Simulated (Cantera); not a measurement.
Input: 1 mol Al, 3.1 mol Cl2, equilibrated at 3.50 mbar.

These are equilibrium values from Cantera (NASA tables, ideal gas, pure condensed phases), not measurements of a reactor. Candidate condensed phases: Al, AlCl3; 8 gas species. The numbers say what is thermodynamically allowed, not how fast it happens. All values below are at 727 °C.

Base state: Cl2 0.611, AlCl3 0.384, Cl 0.00513, Al2Cl6 5.12e-5 (mole fractions); condensed: gas only.

Q: What changes in the equilibrium state with this change: pressure from 3.50 mbar to 10.0 mbar?

A: 
| species | before | after |
|---|---|---|
| Cl2 | 0.611 | 0.613 |
| AlCl3 | 0.384 | 0.384 |
| Cl | 0.00513 | 0.00304 |
| Al2Cl6 | 5.12e-5 | 0.000147 |
